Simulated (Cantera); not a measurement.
# Equilibrium for metals in furnace atmospheres: Pb + CO₂ + H₂

Charge: 1 mol Pb, 0.14 mol CO₂, 18 mol H₂, held at 75.0 Torr.

Equilibrium computed with Cantera from the NASA thermochemical tables; the gas is ideal and each condensed phase is pure. Candidate condensed phases: C, C₆H₆, C₇H₈, C₈H₁₈, H₂O, Pb, PbO, PbO₂, Pb₃O₄; 113 gas species. The numbers say what is thermodynamically allowed, not how fast it happens.

```csv
T (K),x H₂,x Pb,x H₂O,x CO,x CH₄,n Pb(l)
825,0.978,1.43e-6,0.0146,0.000937,0.00684,1.000
900,0.982,1.37e-5,0.0107,0.00458,0.00306,1.000
975,0.984,9.17e-5,0.00824,0.00702,0.000612,0.998
1050,0.984,0.000465,0.00774,0.00755,9.66e-5,0.992
1125,0.983,0.00189,0.00767,0.00763,1.75e-5,0.966
1200,0.978,0.00643,0.00763,0.00762,3.83e-6,0.883
1275,0.966,0.0189,0.00754,0.00754,9.74e-7,0.651
1350,0.936,0.0489,0.00731,0.00731,2.71e-7,0.0665
1425,0.933,0.0522,0.00729,0.00729,9.30e-8,0
1500,0.933,0.0522,0.00729,0.00729,3.59e-8,0
1575,0.933,0.0522,0.00729,0.00729,1.52e-8,0
1650,0.933,0.0522,0.00730,0.00730,6.94e-9,0
```
x: gas mole fraction; n: condensed amount in mol.

From 825 K to 1350 K the condensed part is Pb(l). From 1425 K to 1650 K nothing is condensed. The main Pb-bearing gas is Pb throughout.
